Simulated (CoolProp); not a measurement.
Vapour-liquid equilibrium of cyclohexane (1) + p-xylene (2) at 0.0748 MPa; x and y are mole fractions of (1).

Model: multi-fluid Helmholtz-energy mixture model, Zhou 2014 and Zhou 2012; pair parameters Bell 2016, in CoolProp.

```json
[
 {"x": "0.05", "bubble temperature (K)": "392.8", "y at the bubble point": "0.233", "dew temperature at overall composition x (K)": "398.9", "liquid density (mol/L)": "7.300"},
 {"x": "0.125", "bubble temperature (K)": "383.7", "y at the bubble point": "0.460", "dew temperature at overall composition x (K)": "396.5", "liquid density (mol/L)": "7.439"},
 {"x": "0.2", "bubble temperature (K)": "376.5", "y at the bubble point": "0.603", "dew temperature at overall composition x (K)": "394.0", "liquid density (mol/L)": "7.564"},
 {"x": "0.275", "bubble temperature (K)": "370.8", "y at the bubble point": "0.698", "dew temperature at overall composition x (K)": "391.3", "liquid density (mol/L)": "7.678"},
 {"x": "0.35", "bubble temperature (K)": "366.2", "y at the bubble point": "0.765", "dew temperature at overall composition x (K)": "388.4", "liquid density (mol/L)": "7.786"},
 {"x": "0.425", "bubble temperature (K)": "362.4", "y at the bubble point": "0.814", "dew temperature at overall composition x (K)": "385.2", "liquid density (mol/L)": "7.888"},
 {"x": "0.5", "bubble temperature (K)": "359.1", "y at the bubble point": "0.853", "dew temperature at overall composition x (K)": "381.8", "liquid density (mol/L)": "7.989"},
 {"x": "0.575", "bubble temperature (K)": "356.3", "y at the bubble point": "0.884", "dew temperature at overall composition x (K)": "378.0", "liquid density (mol/L)": "8.087"},
 {"x": "0.65", "bubble temperature (K)": "353.7", "y at the bubble point": "0.910", "dew temperature at overall composition x (K)": "373.8", "liquid density (mol/L)": "8.186"},
 {"x": "0.725", "bubble temperature (K)": "351.4", "y at the bubble point": "0.932", "dew temperature at overall composition x (K)": "369.0", "liquid density (mol/L)": "8.285"},
 {"x": "0.8", "bubble temperature (K)": "349.3", "y at the bubble point": "0.952", "dew temperature at overall composition x (K)": "363.5", "liquid density (mol/L)": "8.386"},
 {"x": "0.875", "bubble temperature (K)": "347.3", "y at the bubble point": "0.971", "dew temperature at overall composition x (K)": "357.1", "liquid density (mol/L)": "8.489"},
 {"x": "0.95", "bubble temperature (K)": "345.3", "y at the bubble point": "0.989", "dew temperature at overall composition x (K)": "349.5", "liquid density (mol/L)": "8.594"}
]
```

No azeotrope shows between x = 0.05 and 0.95.

The pair parameters rest on a limited set of measurements; away from them the model extrapolates.
